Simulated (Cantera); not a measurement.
A Cantera script and what it prints.

```python
import numpy as np
import cantera as ct

gas_names = """
    F F2 H HF H2 H2F2 H3F3 H4F4 H5F5 H6F6 H7F7 Si SiF SiF2 SiF3 SiF4 SiH SiHF3 SiH2 SiH2F2 SiH3 SiH3F
    SiH4 Si2 Si3
""".split()
cond_names = """
    Si(cr) Si(L)
""".split()


# ... load() reads the species with a 1 bar reference pressure and builds the phases ...
atoms = {
    'Si': {'Si': 1},
    'F2': {'F': 2},
    'H2': {'H': 2},
}
top_T = {}  # K; cautious upper limits of use, not melting points


# ... equilibrate(T, P, feed) seeds the gas with the atoms and calls Mixture.equilibrate('TP', solver="vcs", rtol=1e-11, max_steps=5000) ...
results = []
T = 850  # K
P = 1000  # Pa
for m in [0.57, 0.77, 1, 1.4, 1.9, 2.6, 3.6, 4.9, 6.6]:
    feed = {'Si': 1, 'F2': m, 'H2': 3.2}  # mol
    mix = equilibrate(T, P, feed)
    results.append((T, P, feed, dict(zip(mix.species_names, mix.species_moles))))

top = {s: max(r[3][s] / sum(r[3][g] for g in gas_names) for r in results) for s in gas_names}
cols = sorted((s for s in top if top[s] > 1e-05), key=lambda s: -top[s])[:8]
seen = [c for c in cond_names if any(r[3].get(c, 0) > 1e-12 for r in results)]
print("log10 of partial pressures in bar; condensed amounts in mol")
print(f"{'n(F2)':>10s}" + "".join(f"{s[:9]:>10s}" for s in cols + seen))
for T, P, feed, n in results:
    ng = sum(n[g] for g in gas_names)
    print(f"{feed['F2']:10.4g}" + "".join(f"{np.log10(max(n[s] / ng * P / 1e5, 1e-99)):10.3f}" for s in cols)
          + "".join(f"{n.get(c, 0):10.4g}" for c in seen))
```

It prints:

```
log10 of partial pressures in bar; condensed amounts in mol
     n(F2)        H2        HF      SiF4        F2         F     SiHF3    SiH2F2      SiF3    Si(cr)
      0.57    -2.038    -7.661    -3.103   -47.429   -25.480    -4.406    -5.949    -6.673    0.7114
      0.77    -2.050    -7.637    -2.984   -47.369   -25.450    -4.322    -5.901    -6.584    0.6105
         1    -2.064    -7.619    -2.883   -47.319   -25.425    -4.253    -5.864    -6.508    0.4946
       1.4    -2.087    -7.599    -2.758   -47.257   -25.394    -4.171    -5.825    -6.414    0.2931
       1.9    -2.114    -7.586    -2.651   -47.203   -25.367    -4.105    -5.799    -6.334   0.04149
       2.6    -2.266    -2.602    -2.681   -37.083   -20.307    -9.271   -16.102   -11.424         0
       3.6    -2.559    -2.258    -2.763   -36.102   -19.817    -9.990   -17.457   -11.997         0
       4.9    -3.374    -2.088    -2.851   -34.947   -19.239   -11.063   -19.516   -12.663         0
       6.6   -35.542    -2.152    -2.958    -2.906    -3.219   -43.274   -83.830   -28.789         0
```

Equilibrium computed with Cantera from the NASA thermochemical tables; the gas is ideal and each condensed phase is pure. The tables' values for SiF3 are old estimates; treat these amounts as uncertain.
